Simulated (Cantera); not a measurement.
Feed: 1 mol Si, 1.8 mol NF3, at 548.15 K and 10000 Pa.

Cantera equilibrium calculation (NASA polynomials, part measured and part estimated; ideal gas, pure solids and liquids). Kinetics and transport are ignored.

```
species          before  after
-------------  --------  -----
SiF4              0.469   1.00
N2                0.313  <1e-9
NF3               0.218  <1e-9
F2             0.000782  <1e-9
Si(s), mol            0  0.205
Si3N4(s), mol         0  0.133
```
Gas species are given as mole fractions.

**Question.** Name the change that produced these shifts.
A. NF3 from 1.8 to 3.7 mol
B. temperature from 548.15 K to 1723 K
C. NF3 from 1.8 to 0.53 mol
D. NF3 from 1.8 to 0.69 mol

**Answer.** C, NF3 from 1.8 to 0.53 mol
